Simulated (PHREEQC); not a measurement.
Solution (25 °C): 0.001 mol CdCl2, 0.00031 mol Na2SO4 and 0.0056 mol HCl per kg of water. Closed to the air; pH follows from the charge balance.

Computed with PHREEQC (ion-association model, wateq4f.dat).

```json
{
  "pH": "2.29",
  "ionic_strength": "0.00865 mol/kgw",
  "total_alkalinity": "-5.60 meq/kg"
}
```

| species | molality | activity | log γ |
|---|---|---|---|
| Cl- | 0.00727 | 0.00659 | -0.043 |
| H+ | 0.00552 | 0.00507 | -0.037 |
| Cd+2 | 0.000662 | 0.000449 | -0.168 |
| Na+ | 0.000620 | 0.000563 | -0.042 |
| CdCl+ | 0.000311 | 0.000283 | -0.042 |
| SO4-2 | 0.000212 | 0.000145 | -0.165 |

Precipitation was switched off in this run. Complexes and solids missing from the database can't appear.
